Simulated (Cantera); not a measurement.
Source: NASA polynomial tables (part measured, part estimated), evaluated in Cantera. Values are per mole of reaction as written; species without (g) are pure solids or liquids, kept so even where they would boil at 1 bar.

Between 300 and 1323 K, where is each reaction favourable under standard conditions?
- 2 H₂(g) + O₂(g) → 2 H₂O(g)
- 2 B + O₂(g) → B₂O₂(g)
- 2 Ti + O₂(g) → 2 TiO(g)


- 2 H₂(g) + O₂(g) → 2 H₂O(g): ΔG° is -457 kJ at 300 K and -349 kJ at 1323 K; it stays negative (K > 1). ΔH° is -499 kJ and ΔS° -114 J/K at 1323 K.
- 2 B + O₂(g) → B₂O₂(g): ΔG° is -464 kJ at 300 K and -489 kJ at 1323 K; it stays negative (K > 1). ΔH° is -461 kJ and ΔS° 21 J/K at 1323 K.
- 2 Ti + O₂(g) → 2 TiO(g): ΔG° is 49 kJ at 300 K and -139 kJ at 1323 K; it changes sign between 300 and 1123 K. ΔH° is 80 kJ and ΔS° 166 J/K at 1323 K.
